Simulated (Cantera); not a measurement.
Reactions in the system Cl-Fe-H

Cantera with NASA thermochemical tables; ideal gases at 1 bar, condensed phases pure. Values are per mole of reaction as written; species without (g) are pure solids or liquids, kept so even where they would boil at 1 bar.

Fe₂Cl₆(g) + H₂(g) = 2 FeCl₂ + 2 HCl(g)

| T (K) | ΔH° (kJ) | ΔS° (J/K) | ΔG° (kJ) | log10 K | condensed phases |
|---|---|---|---|---|---|
| 300 | -213.9 | -57.9 | -196.5 | 34.22 | FeCl₂(s) |
| 800 | -206.6 | -44.6 | -170.9 | 11.16 | FeCl₂(s) |
| 900 | -204.4 | -42.0 | -166.6 | 9.67 | FeCl₂(s) |
| 1000 | -114.5 | 52.6 | -167.1 | 8.73 | FeCl₂(l) |
| 1100 | -108.9 | 57.9 | -172.6 | 8.20 | FeCl₂(l) |
| 1200 | -103.3 | 62.8 | -178.7 | 7.78 | FeCl₂(l) |
| 1300 | -97.6 | 67.4 | -185.2 | 7.44 | FeCl₂(l) |
| 1400 | -91.9 | 71.6 | -192.1 | 7.17 | FeCl₂(l) |
| 1500 | -86.1 | 75.6 | -199.5 | 6.95 | FeCl₂(l) |

3 FeCl₂(g) = Fe₂Cl₆(g) + Fe

```json
[
 {"T (K)": "300", "ΔH° (kJ)": "-231.3", "ΔS° (J/K)": "-333.5", "ΔG° (kJ)": "-131.3", "log10 K": "22.86", "condensed phases": "Fe(α)"},
 {"T (K)": "800", "ΔH° (kJ)": "-216.8", "ΔS° (J/K)": "-305.4", "ΔG° (kJ)": "27.5", "log10 K": "-1.80", "condensed phases": "Fe(α)"},
 {"T (K)": "900", "ΔH° (kJ)": "-213.2", "ΔS° (J/K)": "-301.2", "ΔG° (kJ)": "57.9", "log10 K": "-3.36", "condensed phases": "Fe(α)"},
 {"T (K)": "1000", "ΔH° (kJ)": "-208.9", "ΔS° (J/K)": "-296.7", "ΔG° (kJ)": "87.8", "log10 K": "-4.58", "condensed phases": "Fe(α)"},
 {"T (K)": "1100", "ΔH° (kJ)": "-203.1", "ΔS° (J/K)": "-291.1", "ΔG° (kJ)": "117.1", "log10 K": "-5.56", "condensed phases": "Fe(α)"},
 {"T (K)": "1200", "ΔH° (kJ)": "-199.1", "ΔS° (J/K)": "-287.6", "ΔG° (kJ)": "146.1", "log10 K": "-6.36", "condensed phases": "Fe(γ)"},
 {"T (K)": "1300", "ΔH° (kJ)": "-196.4", "ΔS° (J/K)": "-285.5", "ΔG° (kJ)": "174.7", "log10 K": "-7.02", "condensed phases": "Fe(γ)"},
 {"T (K)": "1400", "ΔH° (kJ)": "-193.8", "ΔS° (J/K)": "-283.6", "ΔG° (kJ)": "203.2", "log10 K": "-7.58", "condensed phases": "Fe(γ)"},
 {"T (K)": "1500", "ΔH° (kJ)": "-191.2", "ΔS° (J/K)": "-281.8", "ΔG° (kJ)": "231.5", "log10 K": "-8.06", "condensed phases": "Fe(γ)"}
]
```
